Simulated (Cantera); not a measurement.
Mixture: 6.31 % CH4, 1.51 % CO, 18.5 % O2, 70.0 % N2, 3.66 % H2O, at 750 Torr, adiabatic and at constant volume. Ignition delay is the time to a rise of 400 K.

Detailed kinetics in Cantera: GRI-Mech 3.0 (53 species, 325 reactions).

Predict: delay at 1275 K; delay at 1475 K; delay at 1675 K; delay at 1875 K; delay at 2075 K; apparent activation energy between 1975 and 2175 K.


| Item | Value |
|---|---|
| delay at 1275 K | 15.2 ms |
| delay at 1475 K | 1.37 ms |
| delay at 1675 K | 0.237 ms |
| delay at 1875 K | 66.1 µs |
| delay at 2075 K | 24.6 µs |
| apparent activation energy between 1975 and 2175 K | 160 kJ/mol |
